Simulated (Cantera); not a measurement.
Input (Python, Cantera) and output of one run.

```python
import numpy as np
import cantera as ct

gas_names = """
    O2 LiCL CL2 CL
""".split()
cond_names = """
    Li2O(s) Li2O(L) LiCL(s) LiCL(L)
""".split()


# ... load() reads the species with a 1 bar reference pressure and builds the phases ...
species = {s.name: s for s in load("nasa_gas.yaml", gas_names) + load("nasa_condensed.yaml", cond_names)}
# Each term lists the table entries of one substance; the one whose range holds T is used.
reactions = {
    'O2(g) + 4 LiCl(g) = 2 Cl2(g) + 2 Li2O':
        [(-1, ['O2']), (-4, ['LiCL']), (2, ['CL2']), (2, ['Li2O(s)', 'Li2O(L)'])],
    'O2(g) + 4 LiCl = 2 Li2O + 4 Cl(g)':
        [(-1, ['O2']), (-4, ['LiCL(s)', 'LiCL(L)']), (2, ['Li2O(s)', 'Li2O(L)']), (4, ['CL'])],
}


def pick(names, T):
    return next(species[n] for n in names if species[n].thermo.min_temp <= T <= species[n].thermo.max_temp)


results = []
for label, terms in reactions.items():
    print(label)
    print("     T/K   dH/kJ  dS/(J/K)   dG/kJ   log10 K")
    for T in [300, 423, 498, 573, 648, 723]:
        used = [(nu, pick(names, T)) for nu, names in terms]
        dH = sum(nu * s.thermo.h(T) for nu, s in used) / 1e6
        dS = sum(nu * s.thermo.s(T) for nu, s in used) / 1e3
        dG = dH - T * dS / 1e3
        logK = -dG * 1e6 / (ct.gas_constant * T * np.log(10))
        results.append((label, T, dH, dS, dG, logK, [s.name for _, s in used]))
        print(f"{T:8g} {dH:8.1f} {dS:8.1f} {dG:8.1f} {logK:8.2f}")
```

It prints:

```
O2(g) + 4 LiCl(g) = 2 Cl2(g) + 2 Li2O
     T/K   dH/kJ  dS/(J/K)   dG/kJ   log10 K
     300   -414.5   -534.7   -254.1    44.24
     423   -411.6   -526.8   -188.8    23.31
     498   -409.0   -521.2   -149.5    15.68
     573   -406.0   -515.6   -110.6    10.08
     648   -402.7   -510.1    -72.2     5.82
     723   -399.1   -504.9    -34.1     2.46
O2(g) + 4 LiCl = 2 Li2O + 4 Cl(g)
     T/K   dH/kJ  dS/(J/K)   dG/kJ   log10 K
     300    920.8    294.1    832.5  -144.95
     423    918.3    287.2    796.8   -98.40
     498    917.2    284.7    775.4   -81.33
     573    916.1    282.7    754.1   -68.74
     648    915.0    280.8    733.0   -59.08
     723    913.6    278.9    712.0   -51.44
```

Cantera with NASA thermochemical tables; ideal gases at 1 bar, condensed phases pure. Condensed species are held in their standard states even where they would react or evaporate.
